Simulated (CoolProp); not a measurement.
Vapour-liquid equilibrium of R125 (1) + R143a (2) at 207.2 K; x and y are mole fractions of (1).

Values from CoolProp's multi-fluid Helmholtz-energy mixture model, Lemmon 2005 and Lemmon and Jacobsen 2000; pair parameters Lemmon 2004.

Problem. Give the bubble pressure and the first vapour's composition at x = 0.25, 0.35, 0.55. Is there an azeotrope?

Solution. x = 0.25: 0.3667 bar, y = 0.233; x = 0.35: 0.3638 bar, y = 0.338; x = 0.55: 0.3630 bar, y = 0.558. y crosses x between x = 0.45 and 0.55: the model has an azeotrope there.

Pair parameters are fitted to limited data, so mixtures are less certain than the pure fluids.
